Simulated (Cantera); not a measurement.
## Equilibrium for silicon epitaxy and polysilicon growth: SiHCl3 + H2

A closed system holds: 1 mol SiHCl3, 7.1 mol H2, equilibrated at 898 K and 2.40 Torr.

Method: chemical equilibrium by Gibbs-energy minimisation in Cantera with the NASA 1993 tables (ideal gas, pure condensed phases). Candidate condensed phases: Si; 19 gas species. The tables' values for SiCl3 are old estimates; treat these amounts as uncertain. Kinetics and transport are ignored.

| Item | Value |
|---|---|
| x(H2) | 0.894 |
| x(SiCl4) | 0.0761 |
| x(HCl) | 0.0171 |
| x(SiHCl3) | 0.0111 |
| x(SiCl3) | 0.000834 |
| x(SiCl2) | 0.000442 |
| x(SiH2Cl2) | 0.000152 |
| n(Si(s)) | 0.258 mol |
| gas amount | 8.366 mol |
